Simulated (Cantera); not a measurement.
Input: 1 mol CH3F, 0.36 mol HCl, 0.47 mol H2, equilibrated at 0.0100 bar.

Method: chemical equilibrium by Gibbs-energy minimisation in Cantera with the NASA 1993 tables (ideal gas, pure condensed phases). Candidate condensed phases: C, C6H6, C7H8, C8H18; 118 gas species. Rates play no part.

x: gas mole fraction; n: condensed amount in mol.

```csv
T (°C),x H,x H2,x HF,x HCl,x Cl,x C3,x F,x C,n C(graphite)
577,1.47e-10,0.517,0.354,0.127,3.64e-11,<1e-12,<1e-12,<1e-12,0.995
777,5.84e-8,0.519,0.353,0.127,1.31e-8,<1e-12,<1e-12,<1e-12,1.000
977,3.48e-6,0.519,0.353,0.127,7.29e-7,<1e-12,7.49e-12,<1e-12,1.000
1177,6.82e-5,0.519,0.353,0.127,1.36e-5,<1e-12,8.77e-10,<1e-12,1.000
1377,0.000654,0.519,0.353,0.127,0.000126,<1e-12,3.27e-8,<1e-12,1.000
1577,0.00387,0.517,0.353,0.126,0.000719,5.06e-11,5.62e-7,9.23e-11,0.999
1777,0.0162,0.507,0.350,0.123,0.00290,9.21e-9,5.59e-6,8.71e-9,0.997
1977,0.0515,0.481,0.343,0.114,0.00887,6.50e-7,3.72e-5,3.64e-7,0.991
2177,0.130,0.422,0.326,0.0964,0.0212,2.25e-5,0.000185,8.25e-6,0.977
2377,0.265,0.320,0.298,0.0682,0.0394,0.000447,0.000746,0.000116,0.948
2577,0.429,0.195,0.261,0.0377,0.0572,0.00578,0.00268,0.00113,…
2777,0.534,0.0846,0.211,0.0150,0.0644,0.0527,0.00899,0.00809,…
2977,0.606,0.0357,0.170,0.00580,0.0662,0.0468,0.0272,0.0230,…
```

Problem. Fill in the missing entries.

Solution. 
- 2577, n C(graphite): 0.846
- 2777, n C(graphite): 0.0403
- 2977, n C(graphite): 0
